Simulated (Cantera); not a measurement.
Thermodynamics of silicon oxide and oxynitride deposition, feed HMDSO + O3 + N2

Feed: 1 mol HMDSO, 0.077 mol O3, 4.3 mol N2, held at 45000 Pa.

Method: chemical equilibrium by Gibbs-energy minimisation in Cantera with the NASA 1993 tables (ideal gas, pure condensed phases). Candidate condensed phases: C, C6H6, C7H8, C8H18, H2O, Si, SiC, SiO2, Si2N2O, Si3N4; 151 gas species. The feed counts by its element totals alone. N2 is the only nitrogen source here; it is nearly inert below about 1500 K, so the nitride shown seldom forms there in practice. Mutual solubility and eutectic melting of coexisting phases are not modelled. The tables hold silica as quartz up to 1696 K and as liquid above; real silica turns to tridymite and cristobalite and melts near 1996 K. The numbers say what is thermodynamically allowed, not how fast it happens.

At 1150 K the condensed part is C(graphite) + SiO2(β-quartz) + Si2N2O(s). From 1250 K to 1650 K the condensed part is C(graphite) + Si2N2O(s). From 1750 K to 2050 K the condensed part is C(graphite) + SiC(s).

| T (K) | x H2 | x N2 | x CO | x HCN | x CH4 | x H | x SiO | n C(graphite) | n SiO2(β-quartz) | n Si2N2O(s) | n SiC(s) |
|---|---|---|---|---|---|---|---|---|---|---|---|
| 1150 | 0.717 | 0.271 | 0.00675 | 1.84e-5 | 0.00541 | 9.42e-8 | 4.45e-11 | 5.85 | 0.0975 | 0.951 | 0 |
| 1250 | 0.715 | 0.264 | 0.0184 | 5.51e-5 | 0.00253 | 6.09e-7 | 2.47e-9 | 5.74 | 0 | 1.00 | 0 |
| 1350 | 0.716 | 0.264 | 0.0184 | 0.000142 | 0.00133 | 3.01e-6 | 4.83e-8 | 5.75 | 0 | 1.00 | 0 |
| 1450 | 0.717 | 0.263 | 0.0184 | 0.000319 | 0.000764 | 1.19e-5 | 6.21e-7 | 5.76 | 0 | 1.000 | 0 |
| 1550 | 0.717 | 0.263 | 0.0184 | 0.000646 | 0.000471 | 3.98e-5 | 5.70e-6 | 5.75 | 0 | 1.000 | 0 |
| 1650 | 0.717 | 0.263 | 0.0184 | 0.00120 | 0.000307 | 0.000115 | 3.96e-5 | 5.75 | 0 | 1.000 | 0 |
| 1750 | 0.618 | 0.295 | 0.0843 | 0.00204 | 0.000157 | 0.000273 | 0.000404 | 2.75 | 0 | 0 | 1.99 |
| 1850 | 0.617 | 0.294 | 0.0842 | 0.00331 | 0.000112 | 0.000631 | 0.000538 | 2.73 | 0 | 0 | 1.99 |
| 1950 | 0.615 | 0.293 | 0.0840 | 0.00512 | 8.28e-5 | 0.00134 | 0.000694 | 2.70 | 0 | 0 | 1.99 |
| 2050 | 0.612 | 0.292 | 0.0837 | 0.00755 | 6.30e-5 | 0.00265 | 0.000873 | 2.66 | 0 | 0 | 1.99 |
x: gas mole fraction; n: condensed amount in mol.
